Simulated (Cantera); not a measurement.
# Pyrogenic steam for wet oxidation

An isothermal, constant-pressure homogeneous reactor starts with H2 : O2 : N2 = 0.7 : 1 : 6.3 (molar parts), at 925 K and 13000 Pa.

Detailed kinetics in Cantera: the H2/O2 subset of GRI-Mech 3.0, which has no nitrogen chemistry. Radical loss at walls, strong at low pressure, is not modelled. Below about 950 K walls govern HO2 and H2O2 in real vessels. The temperature is held fixed by assumption; the heat of reaction is taken as removed at once.

```csv
t (s),x H2,x O2,x H2O2,x H2O,x O,x HO2
0.000500,0.0875,0.125,<1e-12,3.23e-10,5.34e-11,1.28e-10
0.00110,0.0875,0.125,1.89e-12,1.45e-8,2.03e-9,3.26e-9
0.00243,0.0874,0.125,1.02e-8,4.26e-5,5.53e-6,6.20e-6
0.00536,0.00575,0.0874,1.26e-6,0.0843,0.000605,1.50e-5
0.0118,0.00129,0.0855,7.44e-7,0.0901,6.27e-5,9.06e-6
0.0261,0.000559,0.0852,6.53e-7,0.0909,1.94e-5,5.78e-6
0.0575,0.000237,0.0851,5.23e-7,0.0912,6.57e-6,3.38e-6
0.127,8.71e-5,0.0850,3.04e-7,0.0914,2.01e-6,1.64e-6
0.280,2.46e-5,0.0850,1.08e-7,0.0915,5.09e-7,5.73e-7
0.617,4.65e-6,0.0850,2.90e-8,0.0915,1.06e-7,1.25e-7
1.36,5.71e-7,0.0850,1.02e-8,0.0915,2.29e-8,1.92e-8
3.00,4.67e-8,0.0850,3.85e-9,0.0915,6.38e-9,3.04e-9
```
x: mole fraction; the columns are a selection and need not sum to one.

Equilibrium at this temperature and pressure: H2 6.85e-12, O2 0.0850, H2O2 9.60e-12, H2O 0.0915, O 1.09e-11, HO2 7.42e-11 (gas phase only).
